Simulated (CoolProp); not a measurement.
A Linde-Hampson liquefier for dry air: isothermal reversible compression at 200 K from 1 atm to 15 MPa, throttling to 1 atm, return gas leaving the recuperator 10 K below the feed. Each further row changes one setting.

Model: reference Helmholtz-energy equation of state, Lemmon 2000, in CoolProp. It is a pseudo-pure fit of the blend.

```csv
case,liquid yield per pass,compression work (kJ/kg of gas)
as stated,?,270
high pressure 30 MPa,?,?
warm-end temperature 230 K,?,320
warm-end gap 15 K,0.179,270
```

**Question.** What belongs in the gaps?

**Answer.** 
- as stated, liquid yield per pass: 0.192
- high pressure 30 MPa, liquid yield per pass: 0.256
- high pressure 30 MPa, compression work (kJ/kg of gas): 305
- warm-end temperature 230 K, liquid yield per pass: 0.119
